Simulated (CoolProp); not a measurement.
Sulfur hexafluoride along the isotherm 255.3 K: density (kg/m³) from the reference equation and from simpler models built on Tc = 318.7 K, pc = 37.55 bar, ω = 0.210; each cubic takes its own stable root.

Computed with CoolProp (reference Helmholtz-energy equation of state, Guder 2009).

```json
[
 {"p (bar)": "4.02", "phase": "gas", "reference": "30.05"},
 {"p (bar)": "8.05", "phase": "liquid", "reference": "1675"},
 {"p (bar)": "12.1", "phase": "liquid", "reference": "1679"},
 {"p (bar)": "16.1", "phase": "liquid", "reference": "1683"},
 {"p (bar)": "20.1", "phase": "liquid", "reference": "1686"},
 {"p (bar)": "24.1", "phase": "liquid", "reference": "1690"},
 {"p (bar)": "28.2", "phase": "liquid", "reference": "1693"},
 {"p (bar)": "32.2", "phase": "liquid", "reference": "1697"},
 {"p (bar)": "36.2", "phase": "liquid", "reference": "1700"},
 {"p (bar)": "40.2", "phase": "liquid", "reference": "1704"},
 {"p (bar)": "44.3", "phase": "liquid", "reference": "1707"},
 {"p (bar)": "48.3", "phase": "liquid", "reference": "1710"},
 {"p (bar)": "52.3", "phase": "liquid", "reference": "1713"},
 {"p (bar)": "56.3", "phase": "liquid", "reference": "1716"}
]
```

Question: How far does each simpler model (van der Waals, Redlich-Kwong, Soave-Redlich-Kwong, Peng-Robinson) lie from the reference over these 14 states: mean and median of the absolute difference, and the worst?

Answer: 
- van der Waals: mean 40.9 %, median 34.6 %, worst -96.2 % at 255.3 K and 8.05 bar
- Redlich-Kwong: mean 14.2 %, median 8.5 %, worst -96.1 % at 255.3 K and 8.05 bar
- Soave-Redlich-Kwong: mean 5.1 %, median 5.3 %, worst -6.5 % at 255.3 K and 8.05 bar
- Peng-Robinson: mean 6.5 %, median 7.0 %, worst +7.8 % at 255.3 K and 56.3 bar

At some of these states van der Waals, Redlich-Kwong gives the other phase, because its saturation line lies elsewhere.
